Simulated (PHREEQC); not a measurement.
A PHREEQC input (ion-association model, wateq4f.dat):

```
SOLUTION 1
  temp 25
  units mg/kgw
  pH 6.75
  pe 2.9
  Na 7.51
  K 0.269
  Ca 1.62
  Mg 0.226
  Cl 4.61
  S(6) 11.1 as S
  Alkalinity 4.71 as HCO3
  Mn(2) 0.00557
END
USE solution 1
EQUILIBRIUM_PHASES 1
  Quartz 0 0.5
  CO2(g) -3.4 10
END
```

The run finishes without an error or a warning.

Its last state differs from that of the intended input:

| quantity | as run | intended |
|---|---|---|
| ionic strength (mol/kgw) | 0.00105 | 0.000597 |
| CaSO4 (mol/kgw) | 1.97e-6 | 7.26e-7 |
| MgSO4 (mol/kgw) | 5.28e-7 | 1.96e-7 |
| NaSO4- (mol/kgw) | 4.85e-7 | 1.68e-7 |
| KSO4- (mol/kgw) | 1.43e-8 | 4.95e-9 |

### Question
One thing in the input isn't as intended. What explains the difference?

### Answer
One answer among several that fit: The fault: sulfate typed 'as S' though the number is for SO4. The line should read `as SO4` where the input has `as S`.
